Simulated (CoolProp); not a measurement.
Octamethylcyclotetrasiloxane (D4) along the isobar 1.64 MPa: density (kg/m³) from the reference equation and from simpler models built on Tc = 586.5 K, pc = 1.347 MPa, ω = 0.598; each cubic takes its own stable root.

The numbers come from the reference Helmholtz-energy equation of state, Thol 2015 in CoolProp.

| T (K) | phase | reference | van der Waals | Soave-Redlich-Kwong | Peng-Robinson |
|---|---|---|---|---|---|
| 408.2 | liquid | 825.2 | 487.5 | 753.1 | 849.0 |
| 427.5 | liquid | 801.1 | 475.9 | 732.4 | 826.3 |
| 446.7 | liquid | 776.2 | (withheld) | 709.7 | 801.2 |
| 466 | liquid | 750.0 | (withheld) | (withheld) | 773.0 |
| 485.2 | liquid | 722.4 | 436.5 | 656.0 | 741.3 |
| 504.5 | liquid | 692.4 | (withheld) | 623.8 | 704.8 |
| 523.7 | liquid | 659.5 | 404.0 | 586.8 | 662.5 |
| 543 | liquid | (withheld) | 384.5 | 542.7 | 611.5 |
| 562.2 | liquid | (withheld) | 361.5 | 488.1 | 547.7 |
| 581.5 | liquid | 506.8 | 332.4 | 412.0 | 457.8 |
| 600.7 | supercritical | 300.4 | 290.2 | 261.3 | 279.7 |
| 620 | supercritical | 175.4 | 211.3 | 166.1 | 175.6 |

**Question.** What belongs in the gaps?

**Answer.** 
- 446.7, van der Waals: 463.7
- 466, van der Waals: 450.6
- 466, Soave-Redlich-Kwong: 684.3
- 504.5, van der Waals: 421.1
- 543, reference: 621.5
- 562.2, reference: 574.9
